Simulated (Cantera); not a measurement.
Charge: 1 mol HF, 0.097 mol SO₂, 20 mol N₂, held at 2500 K and 4.00 mbar.

These are equilibrium values from Cantera (NASA tables, ideal gas, pure condensed phases), not measurements of a reactor. Candidate condensed phases: H₂O, H₂SO₄, S; 62 gas species. Kinetics and transport are ignored.

Base state: N₂ 0.939, HF 0.0430, O 0.00441, F 0.00395, H 0.00360, S 0.00220, SO 0.00191, NO 0.00105 (mole fractions); condensed: gas only.

**Question.** What changes in the equilibrium state with this change: pressure from 4.00 mbar to 14.0 bar?

**Answer.** 
```csv
species,before,after
N₂,0.939,0.947
HF,0.0430,0.0472
SO₂,0.000417,0.00389
O,0.00441,3.38e-5
H,0.00360,2.27e-5
S,0.00220,2.85e-5
F,0.00395,0.000196
```
